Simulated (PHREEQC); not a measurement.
Model water analysis in mg/kgw, 35 °C, pH 7.72, pe 12.7: Na 159; K 56.2; Ca 74.1; Mg 0.754; Cl 50; S(6) as SO4 169; Alkalinity as HCO3 442; Zn 3.41; Ni 0.578; Li 0.0884; N(5) as NO3 0.18; Pb 1.03; Cu(2) 15.5.

Valence states are taken as typed.

Equilibrium calculation in PHREEQC: ion-association model, wateq4f.dat.

No solid was allowed to form.

Question: Order these S species by the share of S that they hold, largest first: NaSO4-, SO4-2, CaSO4, KSO4-, MgSO4.

Answer: SO4-2 (86 %), CaSO4 (11 %), NaSO4- (1.9 %), KSO4- (0.63 %), MgSO4 (0.25 %)

Question: Order these Ca species by the share of Ca that they hold, largest first: CaSO4, CaCO3, CaHCO3+, Ca+2.

Answer: Ca+2 (83 %), CaSO4 (11 %), CaHCO3+ (4.8 %), CaCO3 (1.8 %)

The pH is 7.72 and the ionic strength 0.0144 mol/kgw. Saturation is exceeded, for instance for Malachite, Cu(OH)2; the values hold only as long as no solid forms. The database's constant for dissolved Cu(OH)2 is higher than later reviews accept. The database's nickel carbonate constants are estimates that later reviews lower a good deal. The database's zinc carbonate complexes are estimates, stronger than later reviews accept.
